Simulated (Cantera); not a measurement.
# Catalytic stagnation flow on Pt

A jet of CH4 : O2 : N2 = 0.062 : 0.18 : 0.79 (molar parts), equivalence ratio 0.69 at 300 K and 39.8 Torr hits a platinum plate 3.6 cm away at a mass flux of 0.12 kg/m²/s; the plate temperature is set and raised in steps from an oxygen-covered start.

Computed with Cantera and Deutschmann's 1995 Pt surface mechanism with GRI-Mech 3.0 gas chemistry. Catalytic surfaces can have several steady states; this one follows from the mechanism file's or the stated starting coverage.

| plate T (K) | wall x CH4 | wall x O2 | wall x H2O | wall x OH | wall x CO | wall x CO2 | θ free Pt | θ O* | θ OH* |
|---|---|---|---|---|---|---|---|---|---|
| 900 | 0.0497 | 0.152 | 0.0196 | 3.49e-8 | 1.94e-5 | 0.0129 | 0.214 | 0.785 | 0.000889 |
| 950 | 0.0430 | 0.138 | 0.0321 | 1.17e-7 | 2.35e-5 | 0.0211 | 0.287 | 0.712 | 0.00102 |
| 1000 | 0.0361 | 0.123 | 0.0448 | 3.44e-7 | 2.71e-5 | 0.0296 | 0.363 | 0.636 | 0.00107 |
| 1050 | 0.0300 | 0.110 | 0.0560 | 8.68e-7 | 3.06e-5 | 0.0371 | 0.440 | 0.559 | 0.00104 |
| 1100 | 0.0251 | 0.0995 | 0.0650 | 1.96e-6 | 3.45e-5 | 0.0431 | 0.513 | 0.486 | 0.000967 |
x: mole fraction at the wall; θ: surface coverage.
